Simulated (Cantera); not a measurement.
Charge: 1 mol Si, 4.7 mol F2, 99 mol H2, equilibrated at 973 K and 69.0 Torr.

These are equilibrium values from Cantera (NASA tables, ideal gas, pure condensed phases), not measurements of a reactor. Candidate condensed phases: Si; 25 gas species. Kinetics and transport are ignored.

Base state: H2 0.938, HF 0.0526, SiF4 0.00974 (mole fractions); condensed: gas only.

Task: What changes in the equilibrium state with this change: H2 from 99 to 0.81 mol?

Result: 
```json
[
 {"species": "HF", "before": "0.0526", "after": "0.334"},
 {"species": "F2", "before": "<1e-9", "after": "0.320"},
 {"species": "SiF4", "before": "0.00974", "after": "0.206"},
 {"species": "H2", "before": "0.938", "after": "<1e-9"},
 {"species": "F", "before": "<1e-9", "after": "0.139"}
]
```
